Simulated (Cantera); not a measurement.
Charge: 1 mol Si, 2.9 mol HBr, a varied amount of N2, at 1073.15 K and 100000 Pa.

Equilibrium computed with Cantera from the NASA thermochemical tables; the gas is ideal and each condensed phase is pure. Candidate condensed phases: Br2, Si, Si3N4; 28 gas species. N2 is the only nitrogen source here; it is nearly inert below about 1500 K, so the nitride shown seldom forms there in practice. The tables' values for SiBr3 are old estimates; treat these amounts as uncertain. Equilibrium is a limit: real reactors are often held back by kinetics, nucleation or transport.

Problem. At 7.3 mol N2, list the 4 most abundant gas species with their mole fractions, and the condensed phases.

Solution. N2 0.717, HBr 0.211, H2 0.0480, SiBr4 0.0240. Condensed: Si3N4(s).
